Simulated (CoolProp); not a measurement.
Vapour-liquid equilibrium of propane (1) + isobutane (2) at 1180 kPa; x and y are mole fractions of (1).

Values from CoolProp's multi-fluid Helmholtz-energy mixture model, Lemmon 2009 and Bücker 2006; pair parameters Kunz 2012.

```csv
x,"bubble temperature, mixture model (°C)","bubble temperature, Raoult's law (°C)","y, mixture model","y, Raoult's law"
0.05,71.2,70.7,0.088,0.111
0.125,67.4,66.4,0.209,0.255
0.2,63.8,62.4,0.319,0.377
0.275,60.4,58.8,___,0.481
0.35,57.1,55.4,___,0.570
0.425,54.0,52.2,0.588,0.648
0.5,___,49.3,0.662,0.715
0.575,48.1,46.5,0.729,0.774
0.65,45.3,43.9,0.789,0.825
0.725,42.7,41.5,0.844,0.871
0.8,40.1,39.2,0.893,0.912
0.875,37.6,37.0,0.937,0.948
0.95,35.2,35.0,0.976,0.980
```

Question: Fill in the missing entries.

Answer: 
- 0.275, y, mixture model: 0.418
- 0.35, y, mixture model: 0.507
- 0.5, bubble temperature, mixture model (°C): 51.0

The largest gap from Raoult's law is +1.8 K in bubble temperature, at x = 0.425. No azeotrope shows between x = 0.05 and 0.95.

The pair parameters rest on a limited set of measurements; away from them the model extrapolates.
